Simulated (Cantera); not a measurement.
Charge: 1 mol Si, a varied amount of F2, 0.8 mol N2, 7.7 mol HCl, at 500 °C and 59000 Pa.

These are equilibrium values from Cantera (NASA tables, ideal gas, pure condensed phases), not measurements of a reactor. Candidate condensed phases: NH4Cl, Si, Si3N4; 49 gas species. The numbers say what is thermodynamically allowed, not how fast it happens.

x: gas mole fraction; nothing condenses.

```tsv
n(F2) (mol)	x HCl	x HF	x ClF	x Cl2	x H2	x SiF4	x N2	x SiCl4
0.87	0.650	7.55e-5	<1e-12	<1e-12	0.135	0.0520	0.0956	0.0675
1.2	0.701	9.62e-5	<1e-12	<1e-12	0.0919	0.0689	0.0919	0.0460
1.5	0.744	0.000121	<1e-12	<1e-12	0.0555	0.0833	0.0889	0.0278
2	0.810	0.000533	<1e-12	1.59e-7	1.60e-7	0.105	0.0842	0.000133
2.7	0.618	0.137	6.26e-11	0.0686	<1e-12	0.0980	0.0784	<1e-12
3.5	[?]	[?]	[?]	[?]	<1e-12	0.0909	0.0727	<1e-12
4.7	0.189	0.443	2.13e-9	0.221	<1e-12	0.0820	0.0656	<1e-12
6.2	[?]	[?]	[?]	[?]	<1e-12	[?]	[?]	<1e-12
8.2	6.43e-10	0.490	0.299	0.0955	<1e-12	0.0637	0.0510	<1e-12
```

### Question
What belongs in the gaps?

### Answer

- 3.5, x HCl: 0.427
- 3.5, x HF: 0.273
- 3.5, x ClF: 3.57e-10
- 3.5, x Cl2: 0.136
- 6.2, x HCl: 1.15e-8
- 6.2, x HF: 0.562
- 6.2, x ClF: 0.0511
- 6.2, x Cl2: 0.255
- 6.2, x SiF4: 0.0730
- 6.2, x N2: 0.0584
